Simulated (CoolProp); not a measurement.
Vapour-liquid equilibrium of R143a (1) + isobutene (2) at 0.00831 MPa; x and y are mole fractions of (1).

Computed with CoolProp (multi-fluid Helmholtz-energy mixture model, Lemmon and Jacobsen 2000 and Lemmon 2005; pair parameters Bell 2016).

### Question
Give the bubble temperature and the first vapour's composition at x = 0.25, 0.35, 0.85. Is there an azeotrope?

### Answer
x = 0.25: -83.9 °C, y = 0.884; x = 0.35: -85.2 °C, y = 0.900; x = 0.85: -87.8 °C, y = 0.952. No azeotrope shows between x = 0.05 and 0.95.

Pair parameters are fitted to limited data, so mixtures are less certain than the pure fluids. With so large a gap from Raoult's law the liquid may split in two, which this calculation doesn't test in full.
